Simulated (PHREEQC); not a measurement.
# Copper plating or etch bath: speciation

A solution holds 0.048 mol Cu(BF4)2, 0.00012 mol H2SO4 and 6.1e-05 mol H3BO3 per kg of water, at 25 °C. Closed to the air; pH follows from the charge balance.

All values are PHREEQC results (ion-association model, wateq4f.dat), not measurements.

No solid was allowed to form.

Estimate the pH, ionic strength.

pH 2.64; ionic strength 0.145 mol/kgw.

In which forms is F present?

BF4- 93 %, BF3OH- 3.5 %, HF 1.8 %, F- 0.8 % of the F.

Complexes and solids missing from the database can't appear. Real BF4- forms and hydrolyses slowly; the run takes it at equilibrium.
